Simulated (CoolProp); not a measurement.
n-pentane along the isotherm 281.9 K: fugacity coefficient from the reference equation and from simpler models built on Tc = 469.7 K, pc = 3.368 MPa, ω = 0.251; each cubic takes its own stable root.

Model: reference Helmholtz-energy equation of state, Thol 2019, in CoolProp.

```
p (MPa)   phase  reference
-------  ------  ---------
0.106    liquid     0.3329
0.219    liquid     0.1620
0.449    liquid    0.07991
0.922    liquid    0.03981
1.89     liquid    0.02035
3.89     liquid    0.01089
7.99     liquid   0.006448
16.4     liquid   0.004679
33.7     liquid   0.005097
```

How far does each simpler model (van der Waals, Redlich-Kwong, Soave-Redlich-Kwong, Peng-Robinson) lie from the reference over these 9 states: mean and median of the absolute difference, and the worst?


- van der Waals: mean 799.7 %, median 692.6 %, worst +1805.4 % at 281.9 K and 33.7 MPa
- Redlich-Kwong: mean 98.6 %, median 92.9 %, worst +126.4 % at 281.9 K and 33.7 MPa
- Soave-Redlich-Kwong: mean 3.0 %, median 1.1 %, worst +13.3 % at 281.9 K and 33.7 MPa
- Peng-Robinson: mean 1.1 %, median 0.8 %, worst -4.2 % at 281.9 K and 33.7 MPa

At some of these states van der Waals gives the other phase, because its saturation line lies elsewhere.
